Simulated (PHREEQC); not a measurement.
# Metal-bearing waste water

Solution (55 °C): 17 mmol/kgw ZnSO4, 0.38 mmol/kgw HCl and 4.1 mmol/kgw NaCl. Closed to the air; pH follows from the charge balance.

The numbers come from PHREEQC with the ion-association model, wateq4f.dat.

This is a speciation only: nothing precipitates in the calculation.

What pH, ionic strength does the model give?

pH 3.77; ionic strength 0.0452 mol/kgw.

In which forms is Cl present?

Cl- 96 %, ZnCl+ 4.2 % of the Cl.

At this temperature some constants are extrapolated from 25 °C, and those without enthalpy data are left unchanged.
